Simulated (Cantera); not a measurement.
**CH₃Cl + HCl + H₂ (fluorocarbon and chlorocarbon gases)**

Input: 1 mol CH₃Cl, 0.22 mol HCl, 4.3 mol H₂, at 42.0 Pa.

Cantera equilibrium calculation (NASA polynomials, part measured and part estimated; ideal gas, pure solids and liquids). Candidate condensed phases: C, C₆H₆, C₇H₈, C₈H₁₈; 91 gas species. The numbers say what is thermodynamically allowed, not how fast it happens.

| T (°C) | log p H₂ | log p HCl | log p H | log p Cl | n C(graphite) |
|---|---|---|---|---|---|
| 577 | -3.47 | -4.10 | -12.42 | -13.06 | 0.999 |
| 677 | -3.47 | -4.10 | -10.99 | -11.65 | 1.000 |
| 777 | -3.47 | -4.10 | -9.82 | -10.50 | 1.000 |
| 877 | -3.47 | -4.10 | -8.86 | -9.55 | 1.000 |
| 977 | -3.47 | -4.10 | -8.05 | -8.76 | 1.000 |
| 1077 | -3.47 | -4.10 | -7.36 | -8.07 | 1.000 |
| 1177 | -3.47 | -4.10 | -6.76 | -7.48 | 1.000 |
| 1277 | -3.47 | -4.11 | -6.24 | -6.97 | 1.000 |
| 1377 | -3.47 | -4.11 | -5.78 | -6.52 | 1.000 |
| 1477 | -3.47 | -4.11 | -5.37 | -6.12 | 0.999 |
log p: log10 of the partial pressure in bar; n: condensed amount in mol.

From 577 °C to 1477 °C the condensed part is C(graphite). The main C-bearing gas is CH₄ at 577 °C and C₂H₂ (acetylene) at 1477 °C.
